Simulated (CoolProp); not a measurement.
Vapour-liquid equilibrium of isohexane (1) + benzene (2) at 300.2 K; x and y are mole fractions of (1).

The numbers come from the multi-fluid Helmholtz-energy mixture model, Lemmon 2006 and Thol 2012; pair parameters Bell 2016 in CoolProp.

| x | bubble pressure, mixture model (MPa) | bubble pressure, Raoult's law (MPa) | y, mixture model | y, Raoult's law |
|---|---|---|---|---|
| 0.05 | 0.01630 | 0.01478 | 0.184 | 0.104 |
| 0.125 | 0.01898 | 0.01604 | 0.345 | 0.239 |
| 0.2 | 0.02097 | 0.01730 | 0.445 | 0.355 |
| 0.275 | 0.02252 | 0.01855 | 0.517 | 0.455 |
| 0.35 | 0.02379 | 0.01981 | 0.574 | 0.543 |
| 0.425 | 0.02488 | 0.02107 | 0.624 | 0.619 |
| 0.5 | 0.02584 | 0.02233 | 0.670 | 0.688 |
| 0.575 | 0.02672 | 0.02358 | 0.715 | 0.749 |
| 0.65 | 0.02753 | 0.02484 | 0.761 | 0.804 |
| 0.725 | 0.02829 | 0.02610 | 0.808 | 0.853 |
| 0.8 | 0.02901 | 0.02736 | 0.857 | 0.898 |
| 0.875 | 0.02968 | 0.02861 | 0.909 | 0.939 |
| 0.95 | 0.03031 | 0.02987 | 0.963 | 0.977 |

The largest gap from Raoult's law is +21.4 % in bubble pressure, at x = 0.275. No azeotrope shows between x = 0.05 and 0.95.

The pair parameters rest on a limited set of measurements; away from them the model extrapolates.
